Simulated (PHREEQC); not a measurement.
Dissolve 0.022 mol/kgw NaBF4 at 20 °C. Closed to the air; pH follows from the charge balance.

Computed with PHREEQC (ion-association model, wateq4f.dat).

```tsv
quantity	before	after
pH	2.87	3.08
ionic strength (mol/kgw)	0.0235	0.0229
HF (mol/kgw)	0.00421	0.0120
F- (mol/kgw)	0.00265	0.00349
H2F2 (mol/kgw)	5.53e-5	3.46e-5
HF2- (mol/kgw)	4.13e-5	0.000177
```

Q: Which change was made?
A) NaBF4 from 0.022 to 0.033 mol/kgw
B) 0.0004 mol/kgw CsI added
C) temperature from 20 to 50 °C
D) temperature from 20 to 85 °C
E) NaBF4 replaced by NH4HF2 at the same molality

A: D, temperature from 20 to 85 °C

Precipitation was switched off in this run. At this temperature some constants are extrapolated from 25 °C, and those without enthalpy data are left unchanged. Real BF4- forms and hydrolyses slowly; the run takes it at equilibrium.
